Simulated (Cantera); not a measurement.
What does this Cantera script print?

```python
import numpy as np
import cantera as ct

surf = ct.Interface("diamond.yaml", "diamond_100")
gas, bulk = surf.adjacent["gas"], surf.adjacent["diamond"]
k = surf.kinetics_species_index(bulk.species_names[0])
cover = ["c6HH", "c6H*", "c6*H", "c6**", "c6HM", "c6B"]

rows, drift = [], 0.0
print(f"{'xH':>10s}{'um/h':>11s}" + "".join(f"{s:>11s}" for s in cover))
for v in [0.0001, 0.00021, 0.00042, 0.00086, 0.0018, 0.0036, 0.0075, 0.015, 0.031]:
    T, P, xH, xCH3 = 900, 21000, v, 0.00099
    gas.TPX = T, P, {"H": xH, "CH3": xCH3, "CH4": 0.012, "H2": 1 - xH - xCH3 - 0.012}
    surf.TP = bulk.TP = T, P
    surf.coverages = "c6H*:0.1, c6HH:0.9"
    surf.advance_coverages(100.0)
    before = surf.coverages
    surf.advance_coverages(100.0)
    drift = max(drift, np.max(np.abs(surf.coverages - before) / (surf.coverages + 1e-9)))
    rate = surf.net_production_rates[k] * bulk.mean_molecular_weight / bulk.density * 3.6e9
    rows.append([rate, *surf[cover].coverages])
    print(f"{v:10.4g}{rate:11.4e}" + "".join(f"{x:11.3e}" for x in rows[-1][1:]))
```

Result:

```
        xH       um/h       c6HH       c6H*       c6*H       c6**       c6HM        c6B
    0.0001 5.4590e+00  9.109e-02  1.150e-03  3.219e-02  1.282e-04  7.048e-01  1.481e-08
   0.00021 1.0403e+01  1.476e-01  2.031e-03  5.683e-02  3.682e-04  6.383e-01  2.823e-08
   0.00042 1.7821e+01  2.264e-01  3.258e-03  9.109e-02  8.254e-04  5.458e-01  4.836e-08
   0.00086 2.8266e+01  3.318e-01  4.903e-03  1.369e-01  1.558e-03  4.221e-01  7.670e-08
    0.0018 4.0122e+01  4.479e-01  6.732e-03  1.872e-01  2.445e-03  2.860e-01  1.089e-07
    0.0036 4.9743e+01  5.408e-01  8.234e-03  2.275e-01  3.189e-03  1.772e-01  1.350e-07
    0.0075 5.6887e+01  6.090e-01  9.438e-03  2.569e-01  3.757e-03  9.719e-02  1.544e-07
     0.015 6.0994e+01  6.475e-01  1.032e-02  2.734e-01  4.099e-03  5.205e-02  1.655e-07
     0.031 6.3529e+01  6.695e-01  1.128e-02  2.823e-01  4.341e-03  2.619e-02  1.724e-07
```

Detailed kinetics in Cantera: the Harris–Goodwin 1993 mechanism for the reconstructed diamond (100) surface.
